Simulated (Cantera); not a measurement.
What does this Cantera script print?

```python
import numpy as np
import cantera as ct

gas = ct.Solution("gri30.yaml")
gas.TPX = 700, 48000, {'CH3OH': 1, 'O2': 1.3, 'N2': 6.48}
flame = ct.FreeFlame(gas, width=0.067)
flame.set_refine_criteria(ratio=3, slope=0.08, curve=0.16)
flame.transport_model = "mixture-averaged"
flame.solve(loglevel=0, auto=True)
z, T = flame.grid, flame.T
thick = (T[-1] - T[0]) / np.gradient(T, z).max()
show = ['CH3OH', 'O2', 'N2O', 'CH4', 'CO', 'NO']
print(f"laminar burning velocity  {flame.velocity[0] * 100:.3f} cm/s")
print(f"burnt temperature         {T[-1]:.1f} K")
print(f"thermal thickness         {thick * 1e3:.4f} mm")
print(f"grid points               {len(z)}")
z0 = z[flame.heat_release_rate.argmax()]
print(f"{'z/mm':>9s}{'T/K':>9s}{'u/(m/s)':>9s}" + "".join(f"{s:>11s}" for s in show))
rows = []
for k in (-3, -2, -1.5, -1, -0.5, -0.25, 0, 0.25, 0.5, 1, 2, 4, 8):
    zz = z0 + k * thick
    rows.append([k * thick, np.interp(zz, z, T), np.interp(zz, z, flame.velocity),
                 *(np.interp(zz, z, flame.X[gas.species_index(s)]) for s in show)])
    print(f"{rows[-1][0] * 1e3:9.3f}{rows[-1][1]:9.1f}{rows[-1][2]:9.3f}" + "".join(f"{x:11.3e}" for x in rows[-1][3:]))
```

Output:

```
laminar burning velocity  169.870 cm/s
burnt temperature         2224.0 K
thermal thickness         0.5202 mm
grid points               143
     z/mm      T/K  u/(m/s)      CH3OH         O2        N2O        CH4         CO         NO
   -1.561    700.2    1.704  1.136e-01  1.476e-01  7.582e-13  6.076e-08  1.101e-05  4.178e-11
   -1.040    702.3    1.716  1.131e-01  1.468e-01  1.082e-11  5.225e-07  1.089e-04  4.211e-10
   -0.780    710.3    1.744  1.121e-01  1.455e-01  6.803e-11  2.179e-06  5.075e-04  2.029e-09
   -0.520    755.3    1.875  1.085e-01  1.407e-01  5.605e-10  1.074e-05  2.871e-03  1.291e-08
   -0.260   1005.8    2.573  8.504e-02  1.183e-01  5.553e-09  5.774e-05  1.818e-02  1.294e-07
   -0.130   1313.8    3.458  4.915e-02  9.013e-02  1.512e-08  1.186e-04  4.043e-02  4.219e-07
    0.000   1659.9    4.505  8.494e-03  5.769e-02  3.011e-08  1.668e-04  6.924e-02  1.034e-06
    0.130   1785.7    4.882  1.581e-04  3.665e-02  3.374e-08  6.493e-05  7.276e-02  1.774e-06
    0.260   1816.5    4.955  6.748e-07  2.440e-02  3.426e-08  9.061e-06  6.399e-02  2.486e-06
    0.520   1853.6    5.027  2.047e-10  1.552e-02  3.325e-08  9.205e-08  5.114e-02  3.785e-06
    1.040   1898.7    5.118  7.888e-14  1.192e-02  3.065e-08  3.731e-11  4.192e-02  5.993e-06
    2.081   1953.6    5.243  1.843e-16  9.925e-03  2.965e-08  5.570e-15  3.892e-02  9.563e-06
    4.162   2019.6    5.396  1.326e-16  7.850e-03  2.933e-08  9.581e-16  3.760e-02  1.518e-05
```

Model: GRI-Mech 3.0 (53 species, 325 reactions), integrated in Cantera. GRI-Mech 3.0 was tuned for natural gas; its chemistry of methanol as a main component is partial and can be far from experiment. Burning velocities carry a grid error of a few per cent, more on coarse grids.
